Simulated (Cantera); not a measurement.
Input: 1 mol SiC, 1.1 mol N₂O, 5 mol N₂, equilibrated at 2173.15 K and 0.0133 bar.

These are equilibrium values from Cantera (NASA tables, ideal gas, pure condensed phases), not measurements of a reactor. Candidate condensed phases: C, Si, SiC, SiO₂, Si₂N₂O, Si₃N₄; 34 gas species. The tables' values for SiN are old estimates; treat these amounts as uncertain. Kinetics and transport are ignored.

Base state: N₂ 0.832, CO 0.0841, SiO 0.0660, Si 0.0160, Si₂C 0.000857, SiN 0.000301, Si₂N 0.000256, Si₂ 0.000183 (mole fractions); condensed: SiC(s).

Problem. What changes in the equilibrium state with this change: SiC replaced by Si₃N₄?

Solution. 
```csv
species,before,after
N₂,0.832,0.861
SiO,0.0660,0.117
Si,0.0160,0.0212
CO,0.0841,0
Si₂C,0.000857,0
SiC₂,2.38e-5,0
Si₃,2.74e-5,6.38e-5
Si₂N,0.000256,0.000458
"SiC(s), mol",0.377,0
"Si(l), mol",0,1.68
```
